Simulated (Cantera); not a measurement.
# Thermodynamics of carbon deposition, reforming and gasification, feed C + CO2 + H2

Input: 1 mol C, 0.089 mol CO2, 11 mol H2, equilibrated at 1.00 bar.

Equilibrium computed with Cantera from the NASA thermochemical tables; the gas is ideal and each condensed phase is pure. Candidate condensed phases: C, C6H6, C7H8, C8H18, H2O; 110 gas species. Equilibrium is a limit: real reactors are often held back by kinetics, nucleation or transport.

From 1525 K to 2075 K the condensed part is C(graphite). The main C-bearing gas is CO throughout.

```json
[
 {"T (K)": "1525", "x H2": "0.982", "x CO": "0.0159", "x H": "2.34e-5", "x CH4": "0.00220", "x C2H2 (acetylene)": "1.19e-5", "x H2O": "2.25e-5", "x CH3": "1.07e-6", "x C2H4": "2.60e-6", "n C(graphite)": "0.886"},
 {"T (K)": "1575", "x H2": "0.982", "x CO": "0.0159", "x H": "4.12e-5", "x CH4": "0.00175", "x C2H2 (acetylene)": "2.07e-5", "x H2O": "1.61e-5", "x CH3": "1.50e-6", "x C2H4": "2.84e-6", "n C(graphite)": "0.891"},
 {"T (K)": "1625", "x H2": "0.983", "x CO": "0.0159", "x H": "6.99e-5", "x CH4": "0.00142", "x C2H2 (acetylene)": "3.49e-5", "x H2O": "1.17e-5", "x CH3": "2.06e-6", "x C2H4": "3.08e-6", "n C(graphite)": "0.894"},
 {"T (K)": "1675", "x H2": "0.983", "x CO": "0.0159", "x H": "0.000115", "x CH4": "0.00116", "x C2H2 (acetylene)": "5.71e-5", "x H2O": "8.71e-6", "x CH3": "2.77e-6", "x C2H4": "3.33e-6", "n C(graphite)": "0.897"},
 {"T (K)": "1725", "x H2": "0.983", "x CO": "0.0159", "x H": "0.000184", "x CH4": "0.000965", "x C2H2 (acetylene)": "9.06e-5", "x H2O": "6.58e-6", "x CH3": "3.67e-6", "x C2H4": "3.58e-6", "n C(graphite)": "0.898"},
 {"T (K)": "1775", "x H2": "0.983", "x CO": "0.0159", "x H": "0.000287", "x CH4": "0.000809", "x C2H2 (acetylene)": "0.000140", "x H2O": "5.06e-6", "x CH3": "4.78e-6", "x C2H4": "3.84e-6", "n C(graphite)": "0.899"},
 {"T (K)": "1825", "x H2": "0.983", "x CO": "0.0159", "x H": "0.000437", "x CH4": "0.000685", "x C2H2 (acetylene)": "0.000211", "x H2O": "3.95e-6", "x CH3": "6.14e-6", "x C2H4": "4.09e-6", "n C(graphite)": "0.899"},
 {"T (K)": "1875", "x H2": "0.983", "x CO": "0.0159", "x H": "0.000650", "x CH4": "0.000585", "x C2H2 (acetylene)": "0.000311", "x H2O": "3.12e-6", "x CH3": "7.77e-6", "x C2H4": "4.35e-6", "n C(graphite)": "0.897"},
 {"T (K)": "1925", "x H2": "0.982", "x CO": "0.0159", "x H": "0.000947", "x CH4": "0.000504", "x C2H2 (acetylene)": "0.000450", "x H2O": "2.50e-6", "x CH3": "9.71e-6", "x C2H4": "4.60e-6", "n C(graphite)": "0.895"},
 {"T (K)": "1975", "x H2": "0.982", "x CO": "0.0159", "x H": "0.00136", "x CH4": "0.000437", "x C2H2 (acetylene)": "0.000637", "x H2O": "2.03e-6", "x CH3": "1.20e-5", "x C2H4": "4.86e-6", "n C(graphite)": "0.892"},
 {"T (K)": "2025", "x H2": "0.981", "x CO": "0.0159", "x H": "0.00191", "x CH4": "0.000382", "x C2H2 (acetylene)": "0.000888", "x H2O": "1.66e-6", "x CH3": "1.47e-5", "x C2H4": "5.11e-6", "n C(graphite)": "0.887"},
 {"T (K)": "2075", "x H2": "0.980", "x CO": "0.0159", "x H": "0.00264", "x CH4": "0.000337", "x C2H2 (acetylene)": "0.00122", "x H2O": "1.37e-6", "x CH3": "1.77e-5", "x C2H4": "5.36e-6", "n C(graphite)": "0.880"}
]
```
x: gas mole fraction; n: condensed amount in mol.
